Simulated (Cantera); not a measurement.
A perfectly stirred reactor is fed with CH₄ : O₂ : N₂ : H₂O = 1 : 3.39 : 12.7 : 3.4 (molar parts), equivalence ratio 0.59, at 0.330 bar; it is adiabatic with a 375 K inlet, and is followed from long to short residence time, starting on the burning branch (τ in s: 0.13, 0.058, 0.027, 0.012, 0.0056, 0.0026, 0.0012, 0.00054, 0.00025, 0.00011, 5.1e-05, 2.4e-05).

Computed with Cantera and GRI-Mech 3.0 (53 species, 325 reactions).

Problem. What does this change do: inlet temperature 375 to 700 K?

Solution. 
```json
[
 {"quantity": "blow-out, bracketed by the residence times tried", "before": "burning at 2.60 ms, out at 1.20 ms", "after": "burning at 0.540 ms, out at 0.250 ms"},
 {"quantity": "x(CH₄) at τ = 0.130 s", "before": "3.52e-5", "after": "1.29e-5"},
 {"quantity": "x(O₂) at τ = 0.130 s", "before": "0.0680", "after": "0.0676"},
 {"quantity": "x(H₂O) at τ = 0.130 s", "before": "0.263", "after": "0.262"},
 {"quantity": "x(NO) at τ = 0.130 s", "before": "6.93e-7", "after": "5.78e-6"},
 {"quantity": "x(HCO) at τ = 0.130 s", "before": "3.33e-8", "after": "2.55e-8"},
 {"quantity": "x(CH₄) at τ = 1.20 ms", "before": "0.0488", "after": "0.000382"},
 {"quantity": "x(O₂) at τ = 1.20 ms", "before": "0.165", "after": "0.0727"},
 {"quantity": "x(H₂O) at τ = 1.20 ms", "before": "0.166", "after": "0.251"},
 {"quantity": "x(NO) at τ = 1.20 ms", "before": "<1e-12", "after": "2.88e-6"},
 {"quantity": "x(HCO) at τ = 1.20 ms", "before": "<1e-12", "after": "3.24e-6"}
]
```
